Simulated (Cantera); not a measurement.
## Ignition delay

Mixture: C3H8 : O2 : N2 = 1 : 3.57 : 13.4 (molar parts), equivalence ratio 1.4, at 450000 Pa, adiabatic and at constant pressure. Ignition delay is the time to a rise of 400 K.

Model: GRI-Mech 3.0 (53 species, 325 reactions), integrated in Cantera. GRI-Mech 3.0 was tuned for natural gas; its chemistry of propane as a main component is partial and can be far from experiment.

```json
[
 {"T0 (K)": "1200", "delay (ms)": "2.93"},
 {"T0 (K)": "1250", "delay (ms)": "1.15"},
 {"T0 (K)": "1300", "delay (ms)": "0.481"},
 {"T0 (K)": "1350", "delay (ms)": "0.218"},
 {"T0 (K)": "1400", "delay (ms)": "0.107"},
 {"T0 (K)": "1450", "delay (ms)": "0.0569"}
]
```

```json
{
 "apparent activation energy between 1350 and 1450 K": "220 kJ/mol"
}
```
